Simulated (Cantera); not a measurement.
A closed system holds: 1 mol Cu, 0.001 mol O₂, 5.4 mol N₂, equilibrated at 1125 °C and 75.0 Torr.

These are equilibrium values from Cantera (NASA tables, ideal gas, pure condensed phases), not measurements of a reactor. Candidate condensed phases: Cu, CuO, Cu₂O; 12 gas species. Mutual solubility and eutectic melting of coexisting phases are not modelled. The numbers say what is thermodynamically allowed, not how fast it happens.

Base state: N₂ 1.000, O₂ 0.000107, NO 1.82e-5, Cu 1.30e-5 (mole fractions); condensed: Cu(l) + Cu₂O(s).

What changes in the equilibrium state with this change: Cu replaced by Si?


```
species           before    after
--------------  --------  -------
N₂                 1.000     1.00
O₂              0.000107    <1e-9
NO               1.82e-5    <1e-9
Cu               1.30e-5        0
Cu(l), mol         0.998        0
Cu₂O(s), mol    0.000744        0
Si₂N₂O(s), mol         0  0.00200
Si₃N₄(s), mol          0    0.332
```
N₂ is the only nitrogen source here; it is nearly inert below about 1500 K, so the nitride shown seldom forms there in practice. Further candidate phases: Si, SiO₂, Si₂N₂O, Si₃N₄.
